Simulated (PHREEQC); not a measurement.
Consider water at 40 °C with 6.8 mmol/kgw KF. Closed to the air; pH follows from the charge balance.

Equilibrium calculation in PHREEQC: ion-association model, phreeqc.dat.

Each row changes one thing in this solution. Precipitation was switched off in this run.

```csv
case,pH,ionic strength (mol/kgw),HF (mol/kgw),HF2- (mol/kgw)
as made,7.32,0.00680,5.94e-7,1.69e-8
KF from 0.0068 to 0.0136 mol/kgw,?,0.0136,8.44e-7,4.82e-8
0.0093 mol/kgw NaHCO3 added,?,0.0161,9.27e-8,2.64e-9
0.01 mol/kgw K2SO4 added,?,0.0347,5.71e-7,1.63e-8
KF from 0.0068 to 0.00612 mol/kgw,?,0.00612,5.62e-7,1.44e-8
```

Task: Complete the blanks.

Result: 
- KF from 0.0068 to 0.0136 mol/kgw, pH: 7.45
- 0.0093 mol/kgw NaHCO3 added, pH: 8.10
- 0.01 mol/kgw K2SO4 added, pH: 7.29
- KF from 0.0068 to 0.00612 mol/kgw, pH: 7.30

Away from 25 °C the constants follow the database's enthalpies or fits; those with neither stay at their 25 °C values.
